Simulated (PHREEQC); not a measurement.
# Acid mine or pickling water: an equilibrium model

Synthetic water in mg/L, 20 °C, pH 4.15, pe 9.9:

| constituent | mg/L |
|---|---|
| Na | 364 |
| K | 0.306 |
| Ca | 839 |
| Mg | 56.2 |
| Cl | 720 |
| S(6) as SO4 | 2000 |
| Al | 3.44 |

Valence states are taken as typed.

The numbers come from PHREEQC with the ion-association model, phreeqc.dat.

Each row changes one thing in this solution. Precipitation was switched off in this run.

```
case                                               ionic strength (mol/kgw)  Ca+2 (mol/kgw)  SO4-2 (mol/kgw)  CaSO4 (mol/kgw)  Mg+2 (mol/kgw)  MgSO4 (mol/kgw)  SI of Gypsum (CaSO4:2H2O)  SI of Gibbsite (Al(OH)3)
-------------------------------------------------  ------------------------  --------------  ---------------  ---------------  --------------  ---------------  -------------------------  ------------------------
as made                                                              0.0790          0.0151           0.0137          0.00591         0.00156         0.000759                      +0.13                     -1.31
temperature from 20 to 40 °C at the same typed pH                    0.0770          0.0148           0.0131          0.00617         0.00134         0.000984                      +0.10                     -0.31
Al from 3.44 to 10.3 mg/L                                            0.0791          0.0152           0.0135          0.00585         0.00157         0.000752                      +0.12                     -0.83
```

Some of these states are supersaturated (in Gypsum, for instance). Constants without temperature data keep their 25 °C values here.
